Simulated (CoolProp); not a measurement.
Computed with CoolProp (reference Helmholtz-energy equation of state, Zhou 2012).

Problem. For o-xylene, give the phase and the cp (kJ/(kg K)), cv (kJ/(kg K)), viscosity (µPa s), Prandtl number at 620 K and 20.8 bar; 620 K and 41.5 bar; 620 K and 62.3 bar.

Solution. 
- 620 K and 20.8 bar: gas; cp 2.61, cv 2.31, viscosity 14.5, Prandtl number 0.800
- 620 K and 41.5 bar: liquid; cp 3.67, cv 2.40, viscosity 57.7, Prandtl number 2.79
- 620 K and 62.3 bar: liquid; cp 3.14, cv 2.36, viscosity 72.9, Prandtl number 2.97

Viscosity comes from a separate model (Cao 2016). Thermal conductivity comes from a separate model (Mylona 2014).
